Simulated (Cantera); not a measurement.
What does this Cantera script print?

```python
import numpy as np
import cantera as ct

gas_names = """
    Electron C C+ C- CO CO+ COS CO2 CO2+ CS CS2 C2 C2+ C2- C2O C3 C3O2 C4 C5 O O+ O- O2 O2+ O2- O3 S S+
    S- SO SO2 SO3 S2 S2O S8
""".split()
cond_names = """
    C(gr) S(cr1) S(cr2) S(L)
""".split()


# ... load() reads the species with a 1 bar reference pressure and builds the phases ...
atoms = {
    'CO2': {'C': 1, 'O': 2},
    'SO2': {'S': 1, 'O': 2},
    'O2': {'O': 2},
}
top_T = {'C(gr)': 4500}  # K; cautious upper limits of use, not melting points


# ... equilibrate(T, P, feed) seeds the gas with the atoms and calls Mixture.equilibrate('TP', solver="vcs", rtol=1e-11, max_steps=5000) ...
results = []
feed = {'CO2': 1, 'SO2': 0.21, 'O2': 0.56}  # mol
P = 520000  # Pa
for T in [2000, 2500, 3000, 3500, 4000, 4500, 5000]:
    mix = equilibrate(T, P, feed)
    results.append((T, P, feed, dict(zip(mix.species_names, mix.species_moles))))
    x = sorted(zip(gas.X, gas.species_names), reverse=True)
    print(f"T = {T:g} K  P = {P:g} Pa  gas = {mix.phase_moles(0):.4g} mol")
    print("   x: " + "  ".join(f"{s} {v:.3e}" for v, s in x if v > 1e-05))
    print("   condensed (mol): " + ("  ".join(f"{mix.phase(i).name} {mix.phase_moles(i):.4g}"
          for i in range(1, mix.n_phases) if mix.phase_moles(i) > 1e-12) or "none"))
```

Output:

```
T = 2000 K  P = 520000 Pa  gas = 1.77 mol
   x: CO2 5.644e-01  O2 3.162e-01  SO2 1.178e-01  SO3 8.484e-04  CO 5.821e-04  O 1.650e-04  SO 1.364e-05
   condensed (mol): none
T = 2500 K  P = 520000 Pa  gas = 1.787 mol
   x: CO2 5.439e-01  O2 3.194e-01  SO2 1.167e-01  CO 1.556e-02  O 3.592e-03  SO 5.043e-04  SO3 2.778e-04
   condensed (mol): none
T = 3000 K  P = 520000 Pa  gas = 1.902 mol
   x: CO2 4.201e-01  O2 3.352e-01  CO 1.056e-01  SO2 1.052e-01  O 2.875e-02  SO 4.978e-03  SO3 1.239e-04  S 4.921e-05
   condensed (mol): none
T = 3500 K  P = 520000 Pa  gas = 2.204 mol
   x: O2 3.273e-01  CO 2.480e-01  CO2 2.058e-01  O 1.237e-01  SO2 7.420e-02  SO 2.004e-02  S 9.902e-04  SO3 5.174e-05
   condensed (mol): none
T = 4000 K  P = 520000 Pa  gas = 2.672 mol
   x: O 3.147e-01  CO 3.068e-01  O2 2.325e-01  CO2 6.753e-02  SO 3.838e-02  SO2 3.260e-02  S 7.480e-03  S2 5.581e-05  SO3 1.311e-05
   condensed (mol): none
T = 4500 K  P = 520000 Pa  gas = 3.188 mol
   x: O 5.109e-01  CO 2.954e-01  O2 1.097e-01  SO 3.388e-02  S 2.454e-02  CO2 1.832e-02  SO2 7.158e-03  S2 1.375e-04  COS 1.180e-05
   condensed (mol): none
T = 5000 K  P = 520000 Pa  gas = 3.525 mol
   x: O 6.165e-01  CO 2.785e-01  S 4.186e-02  O2 4.030e-02  SO 1.651e-02  CO2 5.163e-03  SO2 9.350e-04  S2 1.226e-04  S+ 1.275e-05  Electron 1.248e-05
   condensed (mol): none
```

Cantera equilibrium calculation (NASA polynomials, part measured and part estimated; ideal gas, pure solids and liquids).
